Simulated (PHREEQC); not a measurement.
Synthetic water in mmol/kgw, 5 °C, pH 6.9:

| constituent | mmol/kgw |
|---|---|
| Na | 273 |
| K | 27.3 |
| Ca | 13 |
| Mg | 14.7 |
| Cl | 316 |
| S(6) | 19.2 |
| Alkalinity (meq/kgw) | 7.78e-09 |
| Br | 2.61 |

Valence states are taken as typed.

Equilibrium calculation in PHREEQC: Pitzer model, pitzer.dat.

Question: The ionic strength comes out as 0.403 mol/kgw. What activity coefficients do Na+, Br-, SO4-2, K+, Mg+2 get?

Answer: Na+ 0.71, Br- 0.67, SO4-2 0.13, K+ 0.68, Mg+2 0.28. Single-ion values are on the MacInnes scale.

This is a speciation only: nothing precipitates in the calculation. Away from 25 °C the constants follow the database's enthalpies or fits; those with neither stay at their 25 °C values.
